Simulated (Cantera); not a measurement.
Input: 1 mol B, a varied amount of O2, 17 mol H2, at 0.00670 bar.

Equilibrium computed with Cantera from the NASA thermochemical tables; the gas is ideal and each condensed phase is pure. Candidate condensed phases: B, B2O3, B3O3H3, H2O; 23 gas species. Mutual solubility and eutectic melting of coexisting phases are not modelled. Kinetics and transport are ignored.

Stable condensed phases, one row left out:

```
T in K \ n(O2) in mol
         0.62 0.93  1.2  1.6  1.9  2.2  2.5  2.8  3.1  3.4  3.7    4  4.3
   1748     A    A    A    A    A    A    A    A    A    A    A    A    A
   1648     A    A    A    A    A    A    A    A    A    A    A    A    A
   1448     B    B    B    B    A    A    A    A    A    A    A    A    A
   1348     C    B    B    B    B    B    B    B    B    B    B    B    B
   1248     C    B    B    B    B    B    B    B    B    B    B    B    B
   1148     C    B    B    B    B    B    B    B    B    B    B    B    B
   1048     C    B    B    B    B    B    B    B    B    B    B    B    B
    948     C    B    B    B    B    B    B    B    B    B    B    B    B
    848     C    B    B    B    B    B    B    B    B    B    B    B    B
```

A: gas only; B: B2O3; C: B + B2O3.

**Question.** Give the row for 1548 K.

**Answer.** 0.62: gas only; 0.93: B2O3; 1.2: gas only; 1.6: gas only; 1.9: gas only; 2.2: gas only; 2.5: gas only; 2.8: gas only; 3.1: gas only; 3.4: gas only; 3.7: gas only; 4: gas only; 4.3: gas only.
